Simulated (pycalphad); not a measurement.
An equivalent pycalphad script:

```python
from pycalphad import Database, equilibrium, calculate, variables as v
import numpy as np
db = Database('COST507.tdb')
comps = ['AL', 'FE', 'SI', 'MN', 'VA']
phases = ['AL11MN4', 'AL12MN', 'AL13FE4', 'AL2FE', 'AL4MN', 'AL5FE2', 'AL5FE4', 'AL6MN', 'AL8MN5_D810', 'ALFESI_ALPHA', 'ALFESI_BETA', 'ALFESI_DELTA', 'ALFESI_GAMMA', 'ALFESI_TAU1', 'ALFESI_TAU3', 'ALMNSI_ALPHA', 'ALMNSI_BETA', 'ALMNSI_DELTA', 'BCC_B2', 'CBCC_A12', 'CUB_A13', 'DIAMOND_A4', 'FCC_A1', 'FE2SI', 'FE5SI3', 'FESI', 'FESI2_H', 'FESI2_L', 'HCP_A3', 'LIQUID', 'MN11SI19', 'MN3SI', 'MN5SI3', 'MN6SI', 'MN9SI2', 'MNSI']
eq = equilibrium(db, comps, phases, {v.X('FE'): 0.0026, v.X('SI'): 0.0018, v.X('MN'): 0.0028, v.T: np.arange(1850, 499, -75), v.P: 101325, v.N: 1}, output=['HM', 'SM'])
```

Source of the numbers: pycalphad with the COST 507 light-alloy database (1999); pressure 1 atm. The data set is of 1999 and partly superseded. Not assessed as a whole: an extrapolation from subsystems, which can miss ternary compounds. Phase fractions are per mole of atoms. Diffusion is slow at the low end, where real alloys seldom reach equilibrium.

Results at three of the temperatures:

```
T = 1700.00 K, P = 101325 Pa, N = 1 mol of atoms
G = -101514 J/mol, H = 52837 J/mol, S = 90.80 J/(mol K)  (SER reference)
chemical potentials (J/mol): Al -100731, Fe -232685, Si -171453, Mn -212451
phase             fraction      x(Al)      x(Fe)      x(Si)      x(Mn)
LIQUID              1.0000     0.9928     0.0026     0.0018     0.0028
```

```
T = 1400.00 K, P = 101325 Pa, N = 1 mol of atoms
G = -75172 J/mol, H = 43295 J/mol, S = 84.62 J/(mol K)  (SER reference)
chemical potentials (J/mol): Al -74466, Fe -197898, Si -128963, Mn -176978
phase             fraction      x(Al)      x(Fe)      x(Si)      x(Mn)
LIQUID              1.0000     0.9928     0.0026     0.0018     0.0028
```

```
T = 1250.00 K, P = 101325 Pa, N = 1 mol of atoms
G = -62744 J/mol, H = 38528 J/mol, S = 81.02 J/(mol K)  (SER reference)
chemical potentials (J/mol): Al -62076, Fe -181402, Si -108358, Mn -160319
phase             fraction      x(Al)      x(Fe)      x(Si)      x(Mn)
LIQUID              1.0000     0.9928     0.0026     0.0018     0.0028
```

Changes of the phase set, refined by bisection:

```tsv
T (K)	phases above	phases below
930.0	LIQUID	FCC_A1 + LIQUID
925.9	FCC_A1 + LIQUID	AL6MN + FCC_A1 + LIQUID
923.7	AL6MN + FCC_A1 + LIQUID	AL13FE4 + AL6MN + FCC_A1 + LIQUID
916.2	AL13FE4 + AL6MN + FCC_A1 + LIQUID	AL13FE4 + AL6MN + FCC_A1
864.6	AL13FE4 + AL6MN + FCC_A1	AL6MN + FCC_A1
792.1	AL6MN + FCC_A1	AL6MN + ALMNSI_ALPHA + FCC_A1
721.4	AL6MN + ALMNSI_ALPHA + FCC_A1	AL6MN + ALFESI_ALPHA + ALMNSI_ALPHA + FCC_A1
708 ± 6	AL6MN + ALFESI_ALPHA + ALMNSI_ALPHA + FCC_A1	AL6MN + ALFESI_BETA + ALMNSI_ALPHA + FCC_A1
```

Database names, with the compositions (at.%) that they take in these runs: AL6MN: Al 86 Fe 7 Mn 6; AL13FE4: Al 76 Fe 21 Mn 2; ALMNSI_ALPHA: Al 71 Mn 17 Si 11; ALFESI_BETA: Al 70 Fe 15 Si 15. FCC_A1 is fcc.
